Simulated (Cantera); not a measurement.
A perfectly stirred reactor is fed with H₂ : O₂ = 0.013 : 1 (molar parts), at 20.0 Torr; it is held at 923 K, and followed from long to short residence time.

Model: the H2/O2 subset of GRI-Mech 3.0, which has no nitrogen chemistry, integrated in Cantera. Radical loss at walls, strong at low pressure, is not modelled. Below about 950 K walls govern HO2 and H2O2 in real vessels.

What does this change do: temperature 923 to 1000 K?


```csv
quantity,before,after
x(H₂) at τ = 0.360 s,0.000580,0.000294
x(O₂) at τ = 0.360 s,0.987,0.986
x(H) at τ = 0.360 s,2.70e-5,3.45e-5
x(H₂O) at τ = 0.360 s,0.0123,0.0125
x(O) at τ = 0.360 s,0.000396,0.000708
x(H₂) at τ = 22.0 ms,0.00246,0.00137
x(O₂) at τ = 22.0 ms,0.985,0.984
x(H) at τ = 22.0 ms,0.000319,0.000394
x(H₂O) at τ = 22.0 ms,0.0101,0.0110
x(O) at τ = 22.0 ms,0.00140,0.00254
```
